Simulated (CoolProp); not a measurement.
A single-stage vapour-compression cycle with R134a: evaporating at 220.15 K (dew point), condensing at 262.15 K (bubble point), superheat 0 K, subcooling 8 K, compressor efficiency 0.6, no pressure losses. Each further row changes one setting.

Computed with CoolProp (reference Helmholtz-energy equation of state, Tillner-Roth 1994).

| case | cooling COP | pressure ratio | discharge temperature (K) | refrigerating effect (kJ/kg) | volumetric capacity (kJ/m³) |
|---|---|---|---|---|---|
| as stated | 2.83 | 7.82 | 309.9 | 191 | 267 |
| evaporating temperature 225.15 K | 3.36 | 5.83 | 302.7 | 194 | 356 |
| condensing temperature 257.15 K | 3.28 | 6.38 | 300.9 | 197 | 276 |
| subcooling 13 K | 2.93 | 7.82 | 309.9 | 197 | 276 |
| superheat 10 K | 2.81 | 7.82 | 321.5 | 198 | 264 |
| compressor efficiency 0.5 | 2.36 | 7.82 | 325.0 | 191 | 267 |
